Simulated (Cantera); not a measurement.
**NO annealing gas**

An isothermal, constant-pressure homogeneous reactor starts with 10.3 % NO, 89.7 % N2, at 2125 K and 20000 Pa.

Cantera simulation using GRI-Mech 3.0 (53 species, 325 reactions); the numbers are that mechanism's predictions, not measurements.

| t (s) | x NO | x NO2 | x O2 | x N2 | x O | x N2O |
|---|---|---|---|---|---|---|
| 1.00e-5 | 0.103 | 8.10e-11 | 1.60e-11 | 0.897 | 5.82e-8 | 5.77e-8 |
| 2.74e-5 | 0.103 | 5.89e-10 | 1.22e-10 | 0.897 | 1.61e-7 | 1.57e-7 |
| 7.53e-5 | 0.103 | 4.01e-9 | 9.25e-10 | 0.897 | 4.50e-7 | 4.20e-7 |
| 0.000207 | 0.103 | 2.38e-8 | 7.22e-9 | 0.897 | 1.30e-6 | 1.08e-6 |
| 0.000567 | 0.103 | 1.14e-7 | 5.94e-8 | 0.897 | 4.00e-6 | 2.47e-6 |
| 0.00156 | 0.103 | 4.51e-7 | 5.34e-7 | 0.897 | 1.32e-5 | 4.39e-6 |
| 0.00427 | 0.103 | 1.51e-6 | 5.02e-6 | 0.897 | 4.17e-5 | 5.33e-6 |
| 0.0117 | 0.103 | 3.88e-6 | 4.46e-5 | 0.897 | 0.000109 | 5.29e-6 |
| 0.0321 | 0.102 | 6.34e-6 | 0.000296 | 0.897 | 0.000184 | 5.15e-6 |
| 0.0882 | 0.100 | 7.59e-6 | 0.00121 | 0.898 | 0.000221 | 4.92e-6 |
| 0.242 | 0.0947 | 9.78e-6 | 0.00401 | 0.901 | 0.000294 | 4.33e-6 |
| 0.664 | 0.0772 | 1.25e-5 | 0.0127 | 0.910 | 0.000449 | 2.82e-6 |
| 1.82 | 0.0373 | 9.34e-6 | 0.0325 | 0.929 | 0.000680 | 7.25e-7 |
| 5.00 | 0.00812 | 2.43e-6 | 0.0471 | 0.944 | 0.000807 | 1.66e-7 |
x: mole fraction; the columns are a selection and need not sum to one.

Equilibrium at this temperature and pressure: NO 0.00558, NO2 1.69e-6, O2 0.0483, N2 0.945, O 0.000817, N2O 1.53e-7 (gas phase only).
